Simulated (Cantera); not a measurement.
A closed system holds: 1 mol C₃H₆, 1.1 mol H₂O, equilibrated at 13300 Pa.

Cantera equilibrium calculation (NASA polynomials, part measured and part estimated; ideal gas, pure solids and liquids). Candidate condensed phases: C, C₆H₆, C₇H₈, C₈H₁₈, H₂O; 110 gas species. Rates play no part. All values below are at 1773 K.

Base state: H₂ 0.788, CO 0.211, H 0.000691, C₂H₂ (acetylene) 0.000110, CH₄ 6.97e-5 (mole fractions); condensed: C(graphite).

Problem. What changes in the equilibrium state with this change: H₂O from 1.1 to 0.19 mol?

Solution. 
| species | before | after |
|---|---|---|
| H₂ | 0.788 | 0.943 |
| CO | 0.211 | 0.0562 |
| H | 0.000691 | 0.000757 |
| CH₄ | 6.97e-5 | 9.99e-5 |
| C₂H₂ (acetylene) | 0.000110 | 0.000132 |
| C(graphite), mol | 1.90 | 2.81 |
